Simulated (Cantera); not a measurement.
Feed: 1 mol Fe2O3, 0.18 mol H2S, 0.29 mol O2, at 652 °C and 0.0133 bar.

Cantera equilibrium calculation (NASA polynomials, part measured and part estimated; ideal gas, pure solids and liquids). Candidate condensed phases: Fe, FeO, Fe(OH)2, Fe(OH)3, FeS, FeSO4, FeS2, Fe2O3, Fe2(SO4)3, Fe3O4, H2O, H2SO4, S; 22 gas species. Kinetics and transport are ignored.

Base state: H2O 0.484, SO2 0.441, SO3 0.0429, O2 0.0323 (mole fractions); condensed: Fe2O3(s).

Q: What changes in the equilibrium state with this change: temperature from 652 °C to 700 °C?

A: 
```csv
species,before,after
H2O,0.484,0.480
SO2,0.441,0.454
O2,0.0323,0.0402
SO3,0.0429,0.0262
"Fe2O3(s), mol",1.00,1.00
```

Q: What changes in the equilibrium state with this change: H2S from 0.18 to 0.24 mol?

A: 
```csv
species,before,after
SO2,0.441,0.500
H2O,0.484,0.500
SO3,0.0429,1.27e-6
O2,0.0323,<1e-9
"Fe2O3(s), mol",1.00,0.580
"Fe3O4(s), mol",0,0.280
```
